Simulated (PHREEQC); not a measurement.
NH3 is added in steps, without added water, to 1 kg of water holding 3.2 mmol/kgw HF, 4.8 mmol/kgw Na2SO4 and 4.9 mmol/kgw KCl, at 25 °C. Oxygen alone is held at its pressure in air (log pO2 = -0.68). CO2 from the air is kept out. Precipitation was switched off in this run.

Base run: PHREEQC, ion-association model, wateq4f.dat. Each further column changes one thing. The table gives HSO4- (mol/kgw).

```json
[
 {"NH3 added (mol)": "0", "base": "0.000279", "Debye-Hückel limiting law": "0.000255", "all activity coefficients set to 1": "?", "Davies equation for every ion": "0.000273", "database phreeqc.dat": "0.000280"},
 {"NH3 added (mol)": "0.00085", "base": "0.000181", "Debye-Hückel limiting law": "0.000166", "all activity coefficients set to 1": "0.000242", "Davies equation for every ion": "0.000178", "database phreeqc.dat": "0.000182"},
 {"NH3 added (mol)": "0.001488", "base": "0.000119", "Debye-Hückel limiting law": "0.000109", "all activity coefficients set to 1": "?", "Davies equation for every ion": "0.000117", "database phreeqc.dat": "0.000120"},
 {"NH3 added (mol)": "0.002338", "base": "5.18e-5", "Debye-Hückel limiting law": "4.75e-5", "all activity coefficients set to 1": "?", "Davies equation for every ion": "5.08e-5", "database phreeqc.dat": "5.20e-5"},
 {"NH3 added (mol)": "0.003187", "base": "6.80e-7", "Debye-Hückel limiting law": "6.24e-7", "all activity coefficients set to 1": "8.83e-7", "Davies equation for every ion": "6.68e-7", "database phreeqc.dat": "6.81e-7"},
 {"NH3 added (mol)": "0.003825", "base": "7.09e-10", "Debye-Hückel limiting law": "6.47e-10", "all activity coefficients set to 1": "?", "Davies equation for every ion": "7.01e-10", "database phreeqc.dat": "6.99e-10"},
 {"NH3 added (mol)": "0.004675", "base": "3.01e-10", "Debye-Hückel limiting law": "2.75e-10", "all activity coefficients set to 1": "?", "Davies equation for every ion": "2.98e-10", "database phreeqc.dat": "2.97e-10"},
 {"NH3 added (mol)": "0.005313", "base": "2.11e-10", "Debye-Hückel limiting law": "1.92e-10", "all activity coefficients set to 1": "2.99e-10", "Davies equation for every ion": "2.08e-10", "database phreeqc.dat": "2.08e-10"},
 {"NH3 added (mol)": "0.006162", "base": "1.50e-10", "Debye-Hückel limiting law": "1.37e-10", "all activity coefficients set to 1": "2.14e-10", "Davies equation for every ion": "1.49e-10", "database phreeqc.dat": "1.48e-10"},
 {"NH3 added (mol)": "0.007012", "base": "1.17e-10", "Debye-Hückel limiting law": "1.07e-10", "all activity coefficients set to 1": "1.66e-10", "Davies equation for every ion": "1.16e-10", "database phreeqc.dat": "1.15e-10"},
 {"NH3 added (mol)": "0.00765", "base": "1.00e-10", "Debye-Hückel limiting law": "9.17e-11", "all activity coefficients set to 1": "1.43e-10", "Davies equation for every ion": "9.93e-11", "database phreeqc.dat": "9.90e-11"},
 {"NH3 added (mol)": "0.0085", "base": "8.45e-11", "Debye-Hückel limiting law": "7.71e-11", "all activity coefficients set to 1": "1.20e-10", "Davies equation for every ion": "8.36e-11", "database phreeqc.dat": "8.33e-11"}
]
```

Question: Fill in the missing entries.

Answer: 
- 0, all activity coefficients set to 1: 0.000376
- 0.001488, all activity coefficients set to 1: 0.000158
- 0.002338, all activity coefficients set to 1: 6.77e-5
- 0.003825, all activity coefficients set to 1: 1.01e-9
- 0.004675, all activity coefficients set to 1: 4.28e-10

 phreeqc.dat and wateq4f.dat share most of their constants, so their agreement is no independent check.
